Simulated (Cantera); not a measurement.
An isothermal, constant-pressure homogeneous reactor starts with 88.5 % NH3, 11.5 % N2, at 1575 K and 43.5 Torr.

Computed with Cantera and the gas-phase N/H chemistry of the illustrative SiF4/NH3 mechanism in the Surface Chemkin manual (1991). Walls and surfaces, which speed up NH3 decomposition in real reactors, are not modelled.

x: mole fraction; the columns are a selection and need not sum to one.

```tsv
t (s)	x NH3	x N2	x H	x NH2	x H2
3.00e-6	0.885	0.115	…	6.33e-9	1.92e-9
1.05e-5	0.885	0.115	3.43e-9	2.76e-8	1.21e-8
3.70e-5	0.885	0.115	3.47e-9	1.05e-7	5.10e-8
0.000130	0.885	0.115	3.47e-9	3.79e-7	1.88e-7
0.000456	0.885	0.115	3.48e-9	1.34e-6	6.68e-7
0.00160	0.885	0.115	3.50e-9	4.70e-6	2.36e-6
0.00562	0.885	0.115	…	1.65e-5	8.60e-6
0.0197	0.885	0.115	…	5.64e-5	4.46e-5
0.0693	0.884	0.115	…	0.000124	0.000518
0.243	0.881	0.116	…	0.000129	0.00299
0.854	0.870	0.118	…	0.000126	0.0116
3.00	0.834	0.125	…	0.000120	0.0407
```

Task: Some entries are withheld; supply them.

Result: 
- 3.00e-6, x H: 2.50e-9
- 0.00562, x H: 3.83e-9
- 0.0197, x H: 8.61e-9
- 0.0693, x H: 5.44e-8
- 0.243, x H: 2.11e-7
- 0.854, x H: 7.44e-7
- 3.00, x H: 2.52e-6
